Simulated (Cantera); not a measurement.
A perfectly stirred reactor is fed with C₂H₆ : O₂ : N₂ : H₂O = 1 : 2.69 : 12.4 : 0.11 (molar parts), equivalence ratio 1.3, at 1.01 bar; it is adiabatic with a 723 K inlet, and is followed from long to short residence time, starting on the burning branch (τ in s: 0.047, 0.022, 0.01, 0.0049, 0.0023, 0.0011, 0.0005, 0.00023, 0.00011, 5.2e-05, 2.4e-05, 1.1e-05).

Model: GRI-Mech 3.0 (53 species, 325 reactions), integrated in Cantera.

x: mole fraction; the columns are a selection and need not sum to one.

| τ (s) | T (K) | x C₂H₆ | x O₂ | x N₂O | x H₂ | x H | x O |
|---|---|---|---|---|---|---|---|
| 0.047 | 2195 | 5.78e-7 | 0.000286 | [?] | 0.0315 | 0.00286 | 0.000115 |
| 0.022 | 2184 | 1.11e-6 | 0.000460 | [?] | 0.0316 | 0.00366 | 0.000183 |
| 0.010 | 2169 | 2.18e-6 | 0.000737 | [?] | 0.0317 | 0.00466 | 0.000289 |
| 0.0049 | 2153 | 4.03e-6 | 0.00110 | [?] | 0.0319 | 0.00570 | 0.000417 |
| 0.0023 | 2134 | 7.81e-6 | 0.00164 | [?] | 0.0321 | 0.00684 | 0.000580 |
| 0.0011 | 2114 | 1.53e-5 | 0.00239 | [?] | 0.0323 | 0.00784 | 0.000742 |
| 0.00050 | 2090 | 3.29e-5 | 0.00368 | [?] | 0.0325 | 0.00856 | 0.000883 |
| 0.00023 | 2057 | 7.59e-5 | 0.00617 | [?] | 0.0327 | 0.00860 | 0.000946 |
| 0.00011 | 1993 | 0.000209 | 0.0122 | [?] | 0.0333 | 0.00730 | 0.000844 |
| 5.2e-5 | 723 | 0.0617 | 0.166 | <1e-12 | <1e-12 | <1e-12 | <1e-12 |
| 2.4e-5 | 723 | 0.0617 | 0.166 | <1e-12 | <1e-12 | <1e-12 | <1e-12 |
| 1.1e-5 | 723 | 0.0617 | 0.166 | <1e-12 | <1e-12 | <1e-12 | <1e-12 |

Task: Fill in the missing entries.

Result: 
- 0.047, x N₂O: 2.31e-8
- 0.022, x N₂O: 2.84e-8
- 0.010, x N₂O: 3.46e-8
- 0.0049, x N₂O: 4.05e-8
- 0.0023, x N₂O: 4.74e-8
- 0.0011, x N₂O: 5.53e-8
- 0.00050, x N₂O: 6.57e-8
- 0.00023, x N₂O: 7.54e-8
- 0.00011, x N₂O: 6.72e-8
